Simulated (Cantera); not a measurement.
A closed system holds: 1 mol MgO, 0.19 mol O₂, 2.2 mol CO₂, 0.22 mol SO₂, held at 1223.15 K and 1.10 bar.

Cantera equilibrium calculation (NASA polynomials, part measured and part estimated; ideal gas, pure solids and liquids). Candidate condensed phases: C, Mg, MgCO₃, MgO, MgS, MgSO₄, S; 26 gas species. Mutual solubility and eutectic melting of coexisting phases are not modelled. Kinetics and transport are ignored.

Base state: CO₂ 0.909, O₂ 0.0518, SO₂ 0.0376, SO₃ 0.00192 (mole fractions); condensed: MgO(s) + MgSO₄(s).

Task: What changes in the equilibrium state with this change: temperature from 1223.15 K to 1448 K?

Result: 
```
species         before    after
-------------  -------  -------
CO₂              0.909    0.843
SO₂             0.0376   0.0832
O₂              0.0518   0.0723
SO₃            0.00192  0.00115
MgO(s), mol      0.876     1.00
MgSO₄(s), mol    0.124        0
```
